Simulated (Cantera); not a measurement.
Transport properties of process gases

Gas mixture: 100 % NO, at 5.63 Torr, frozen composition.

Cantera's kinetic-theory transport with the Lennard-Jones parameters of GRI-Mech 3.0, ideal gas; thermal conductivity in the multicomponent form. The composition is frozen, though it would react at the higher temperatures.

```json
[
 {"T (K)": "400", "ρ (kg/m³)": "0.00677", "cp (J/kg/K)": "998.6", "μ (µPa s)": "23.1", "λ (mW/m/K)": "32.5", "Pr": "0.711", "D (cm²/s) N2": "45.8", "D (cm²/s) CO2": "35.3", "D (cm²/s) C2H2": "37.3"},
 {"T (K)": "600", "ρ (kg/m³)": "0.00451", "cp (J/kg/K)": "1041", "μ (µPa s)": "30.6", "λ (mW/m/K)": "45.0", "Pr": "0.708", "D (cm²/s) N2": "91.4", "D (cm²/s) CO2": "72.0", "D (cm²/s) C2H2": "75.8"},
 {"T (K)": "800", "ρ (kg/m³)": "0.00338", "cp (J/kg/K)": "1092", "μ (µPa s)": "37.1", "λ (mW/m/K)": "57.3", "Pr": "0.708", "D (cm²/s) N2": "148", "D (cm²/s) CO2": "118", "D (cm²/s) C2H2": "124"},
 {"T (K)": "1000", "ρ (kg/m³)": "0.00271", "cp (J/kg/K)": "1133", "μ (µPa s)": "42.9", "λ (mW/m/K)": "68.8", "Pr": "0.707", "D (cm²/s) N2": "215", "D (cm²/s) CO2": "172", "D (cm²/s) C2H2": "181"},
 {"T (K)": "1200", "ρ (kg/m³)": "0.00226", "cp (J/kg/K)": "1159", "μ (µPa s)": "48.4", "λ (mW/m/K)": "79.3", "Pr": "0.707", "D (cm²/s) N2": "292", "D (cm²/s) CO2": "234", "D (cm²/s) C2H2": "245"},
 {"T (K)": "1400", "ρ (kg/m³)": "0.00193", "cp (J/kg/K)": "1181", "μ (µPa s)": "53.4", "λ (mW/m/K)": "89.3", "Pr": "0.707", "D (cm²/s) N2": "377", "D (cm²/s) CO2": "303", "D (cm²/s) C2H2": "317"},
 {"T (K)": "1600", "ρ (kg/m³)": "0.00169", "cp (J/kg/K)": "1199", "μ (µPa s)": "58.3", "λ (mW/m/K)": "98.9", "Pr": "0.706", "D (cm²/s) N2": "470", "D (cm²/s) CO2": "378", "D (cm²/s) C2H2": "397"}
]
```
D: mixture-averaged diffusion coefficient of that species in the mixture.
